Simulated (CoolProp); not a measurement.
Benzene along the isobar 6.04 MPa: fugacity coefficient from the reference equation and from simpler models built on Tc = 562.0 K, pc = 4.906 MPa, ω = 0.211; each cubic takes its own stable root.

Values from CoolProp's reference Helmholtz-energy equation of state, Thol 2012.

```tsv
T (K)	phase	reference
444.3	liquid	0.1469
454.8	liquid	0.1731
465.4	liquid	0.2021
475.9	liquid	0.2333
486.5	liquid	0.2673
497	liquid	0.3032
507.6	liquid	0.3416
518.1	liquid	0.3814
528.7	liquid	0.4231
```

How far does each simpler model (van der Waals, Redlich-Kwong, Soave-Redlich-Kwong, Peng-Robinson) lie from the reference over these 9 states: mean and median of the absolute difference, and the worst?


- van der Waals: mean 54.3 %, median 49.9 %, worst +99.6 % at 444.3 K and 6.04 MPa
- Redlich-Kwong: mean 16.0 %, median 15.6 %, worst +25.9 % at 444.3 K and 6.04 MPa
- Soave-Redlich-Kwong: mean 3.4 %, median 3.5 %, worst +3.6 % at 486.5 K and 6.04 MPa
- Peng-Robinson: mean 0.6 %, median 0.6 %, worst -0.9 % at 528.7 K and 6.04 MPa
